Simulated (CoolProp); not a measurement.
A simple Rankine cycle with R114: condensing at 305.15 K, boiler at 1.95 MPa, turbine inlet 391.5 K, turbine efficiency 0.8, pump efficiency 0.8, no recuperator. Each further row changes one setting.

Values from CoolProp's reference Helmholtz-energy equation of state, Platzer 1990. This equation is an older, rougher fit; its heat capacities, sound speeds and derivatives of the liquid may be far off and weren't checked against measurements.

```json
[
 {"case": "as stated", "thermal efficiency (%)": "12.7", "net work (kJ/kg)": "21.3", "heat in (kJ/kg)": "168", "turbine exit temperature (K)": "___", "volume ratio over the turbine": "9.09"},
 {"case": "turbine inlet 411.5 K", "thermal efficiency (%)": "12.7", "net work (kJ/kg)": "23.9", "heat in (kJ/kg)": "189", "turbine exit temperature (K)": "358.4", "volume ratio over the turbine": "8.27"},
 {"case": "condensing temperature 297.15 K", "thermal efficiency (%)": "___", "net work (kJ/kg)": "24.3", "heat in (kJ/kg)": "176", "turbine exit temperature (K)": "329.3", "volume ratio over the turbine": "___"},
 {"case": "boiler pressure 1.36 MPa", "thermal efficiency (%)": "10.9", "net work (kJ/kg)": "19.6", "heat in (kJ/kg)": "___", "turbine exit temperature (K)": "___", "volume ratio over the turbine": "5.49"},
 {"case": "turbine efficiency 0.7", "thermal efficiency (%)": "11.0", "net work (kJ/kg)": "18.5", "heat in (kJ/kg)": "168", "turbine exit temperature (K)": "338.0", "volume ratio over the turbine": "9.22"}
]
```

**Question.** Complete the blanks.

**Answer.** 
- as stated, turbine exit temperature (K): 334.3
- condensing temperature 297.15 K, thermal efficiency (%): 13.8
- condensing temperature 297.15 K, volume ratio over the turbine: 11.7
- boiler pressure 1.36 MPa, heat in (kJ/kg): 179
- boiler pressure 1.36 MPa, turbine exit temperature (K): 350.7
